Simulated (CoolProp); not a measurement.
A Linde-Hampson liquefier for normal hydrogen: isothermal reversible compression at 250 K from 1 atm to 30 MPa, throttling to 1 atm, return gas leaving the recuperator 5 K below the feed. Each further row changes one setting.

Model: reference Helmholtz-energy equation of state, Leachman 2009, in CoolProp.

```json
[
 {"case": "as stated", "compression work (kJ/kg of gas)": "6080"},
 {"case": "high pressure 60 MPa", "compression work (kJ/kg of gas)": "7020"},
 {"case": "warm-end temperature 280 K", "compression work (kJ/kg of gas)": "6790"},
 {"case": "warm-end gap 10 K", "compression work (kJ/kg of gas)": "6080"}
]
```
